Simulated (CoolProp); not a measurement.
Vapour-liquid equilibrium of cyclopropane (1) + R134a (2) at 283.4 K; x and y are mole fractions of (1).

Model: multi-fluid Helmholtz-energy mixture model, Polt 1992 and Tillner-Roth 1994; pair parameters Bell 2016, in CoolProp. This equation is an older, rougher fit; its heat capacities, sound speeds and derivatives of the liquid may be far off and weren't checked against measurements.

Question: Give the bubble pressure and the first vapour's composition at x = 0.05, 0.35, 0.95. Is there an azeotrope?

Answer: x = 0.05: 0.4638 MPa, y = 0.131; x = 0.35: 0.6012 MPa, y = 0.467; x = 0.95: 0.5227 MPa, y = 0.877. y crosses x between x = 0.5 and 0.65: the model has an azeotrope there.

Pair parameters are fitted to limited data, so mixtures are less certain than the pure fluids.
